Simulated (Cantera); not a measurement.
Input: 1 mol SiH2Cl2, 0.12 mol H2O, 4.2 mol NO, held at 47.0 Pa.

Cantera equilibrium calculation (NASA polynomials, part measured and part estimated; ideal gas, pure solids and liquids). Candidate condensed phases: H2O, NH4Cl, Si, SiO2, Si2N2O, Si3N4; 47 gas species. The tables hold silica as quartz up to 1696 K and as liquid above; real silica turns to tridymite and cristobalite and melts near 1996 K. The numbers say what is thermodynamically allowed, not how fast it happens. All values below are at 1148 K.

Base state: N2 0.395, HCl 0.357, O2 0.202, H2O 0.0322, Cl 0.00892, Cl2 0.00520, NO 8.96e-5 (mole fractions); condensed: SiO2(β-quartz).

What changes in the equilibrium state with this change: H2O from 0.12 to 1.2 mol?


| species | before | after |
|---|---|---|
| N2 | 0.395 | 0.328 |
| HCl | 0.357 | 0.308 |
| H2O | 0.0322 | 0.190 |
| O2 | 0.202 | 0.171 |
| Cl2 | 0.00520 | 0.000606 |
| Cl | 0.00892 | 0.00304 |
| OH | 5.46e-6 | 1.27e-5 |
| NO | 8.96e-5 | 7.51e-5 |
| SiO2(β-quartz), mol | 1.00 | 1.00 |
